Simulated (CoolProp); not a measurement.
Vapour-liquid equilibrium of cyclopropane (1) + R134a (2) at 659 kPa; x and y are mole fractions of (1).

Computed with CoolProp (multi-fluid Helmholtz-energy mixture model, Polt 1992 and Tillner-Roth 1994; pair parameters Bell 2016). This equation is an older, rougher fit; its heat capacities, sound speeds and derivatives of the liquid may be far off and weren't checked against measurements.

```
x     bubble temperature (K)  y at the bubble point  dew temperature at overall composition x (K)  liquid density (mol/L)
----  ----------------------  ---------------------  --------------------------------------------  ----------------------
0.05                   294.8                  0.118                                         296.6                     ___
0.15                   290.5                  0.284                                           ___                   12.28
0.25                   287.9                  0.391                                         291.4                   12.53
0.35                   286.5                  0.463                                         288.9                   12.77
0.45                   285.7                  0.515                                         286.7                   13.02
0.55                   285.5                  0.560                                         285.5                   13.31
0.65                   285.6                  0.604                                         286.1                   13.62
0.75                   286.3                  0.659                                         288.1                   13.98
0.85                   287.9                  0.739                                         290.6                   14.34
0.95                   291.5                  0.882                                         293.3                     ___
```

### Question
Fill in the missing entries.

### Answer

- 0.05, liquid density (mol/L): 12.00
- 0.15, dew temperature at overall composition x (K): 294.0
- 0.95, liquid density (mol/L): 14.69

y crosses x between x = 0.55 and 0.65: the model has an azeotrope there.

Pair parameters are fitted to limited data, so mixtures are less certain than the pure fluids.
